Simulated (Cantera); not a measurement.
Gas-phase reforming

An isothermal, constant-pressure homogeneous reactor starts with 62.1 % CH₄, 28.6 % H₂O, 9.32 % H₂, at 1425 K and 1.18 atm.

Computed with Cantera and GRI-Mech 3.0 (53 species, 325 reactions). GRI-Mech 3.0 stops at C3 and has no aromatics, soot or wall deposition, so with more carbon than oxygen in the feed, carbon stays in small species such as C2H2 where larger ones or solid carbon would form.

```csv
t (s),x CH₄,x H₂O,x H₂,x HO₂,x O,x OH,x CH₃
2.00e-6,0.621,0.286,0.0932,<1e-12,<1e-12,2.90e-10,4.27e-7
6.55e-6,0.621,0.286,0.0932,<1e-12,<1e-12,7.88e-10,1.42e-6
2.15e-5,0.621,0.286,0.0932,<1e-12,<1e-12,2.41e-9,4.66e-6
7.03e-5,0.621,0.286,0.0932,<1e-12,<1e-12,7.51e-9,1.48e-5
0.000230,0.621,0.286,0.0932,<1e-12,<1e-12,1.91e-8,3.79e-5
0.000754,0.621,0.286,0.0933,<1e-12,<1e-12,2.58e-8,5.14e-5
0.00247,0.621,0.286,0.0935,<1e-12,<1e-12,3.04e-8,6.05e-5
0.00809,0.619,0.286,0.0944,<1e-12,<1e-12,3.90e-8,7.75e-5
0.0265,0.613,0.285,0.0987,<1e-12,<1e-12,4.51e-8,8.93e-5
0.0869,0.592,0.282,0.116,<1e-12,<1e-12,4.45e-8,8.60e-5
0.285,0.531,0.271,0.169,<1e-12,<1e-12,4.13e-8,7.45e-5
0.932,0.402,0.248,0.279,<1e-12,<1e-12,3.79e-8,5.63e-5
3.05,0.250,0.218,0.411,<1e-12,<1e-12,4.07e-8,4.30e-5
10.0,0.217,0.187,0.458,<1e-12,<1e-12,3.77e-8,4.03e-5
```
x: mole fraction; the columns are a selection and need not sum to one.

Equilibrium at this temperature and pressure: CH₄ 0.157, H₂O 4.80e-6, H₂ 0.645, HO₂ <1e-12, O <1e-12, OH <1e-12, CH₃ 2.46e-5 (gas phase only).
